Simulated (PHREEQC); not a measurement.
Model water analysis in mg/L, 25 °C, pH 6.77, pe 12.4:

```csv
constituent,mg/L
Na,0.0169
K,0.0168
Ca,0.0378
Mg,0.000371
Cl,0.0631
S(6) as SO4,0.0157
Alkalinity as HCO3,0.0448
Br,0.000209
N(5) as NO3,0.00018
Ba,0.000107
```

Valence states are taken as typed.

Equilibrium calculation in PHREEQC: ion-association model, phreeqc.dat.

```
Item                           Result
--------------------  ---------------
ionic strength        4.26e-6 mol/kgw
charge-balance error            3.8 %
```

```json
[
 {"species": "Cl-", "molality": "1.78e-6", "activity": "1.78e-6", "log γ": "-0.001"},
 {"species": "Ca+2", "molality": "9.43e-7", "activity": "9.34e-7", "log γ": "-0.004"},
 {"species": "HCO3-", "molality": "8.44e-7", "activity": "8.42e-7", "log γ": "-0.001"},
 {"species": "Na+", "molality": "7.35e-7", "activity": "7.33e-7", "log γ": "-0.001"},
 {"species": "K+", "molality": "4.30e-7", "activity": "4.29e-7", "log γ": "-0.001"},
 {"species": "CO2", "molality": "3.22e-7", "activity": "3.22e-7", "log γ": "0.000"},
 {"species": "H+", "molality": "1.70e-7", "activity": "1.70e-7", "log γ": "-0.001"},
 {"species": "SO4-2", "molality": "1.63e-7", "activity": "1.62e-7", "log γ": "-0.004"},
 {"species": "OH-", "molality": "5.97e-8", "activity": "5.96e-8", "log γ": "-0.001"},
 {"species": "Mg+2", "molality": "1.53e-8", "activity": "1.51e-8", "log γ": "-0.004"},
 {"species": "NO3-", "molality": "2.90e-9", "activity": "2.90e-9", "log γ": "-0.001"},
 {"species": "Br-", "molality": "2.62e-9", "activity": "2.61e-9", "log γ": "-0.001"}
]
```

This is a speciation only: nothing precipitates in the calculation. Species that the database lacks are ignored.
